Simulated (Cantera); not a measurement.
Feed: 1 mol PbO, 0.04 mol H₂, 0.35 mol N₂, at 0.0450 bar.

Cantera equilibrium calculation (NASA polynomials, part measured and part estimated; ideal gas, pure solids and liquids). Candidate condensed phases: H₂O, Pb, PbO, PbO₂, Pb₃O₄; 27 gas species. Gases not in the tables: (PbO)n polymers. Rates play no part. All values below are at 1498 K.

Base state: N₂ 0.651, PbO 0.191, Pb 0.0805, H₂O 0.0743, O₂ 0.00299, NO 0.000131, OH 4.97e-5, H₂ 1.18e-5 (mole fractions); condensed: PbO(l).

**Question.** What changes in the equilibrium state with this change: H₂ from 0.04 to 0.055 mol?

**Answer.** 
```csv
species,before,after
N₂,0.651,0.611
PbO,0.191,0.191
Pb,0.0805,0.1000
H₂O,0.0743,0.0959
H₂,1.18e-5,1.89e-5
O₂,0.00299,0.00194
NO,0.000131,0.000102
OH,4.97e-5,5.07e-5
"PbO(l), mol",0.854,0.833
```
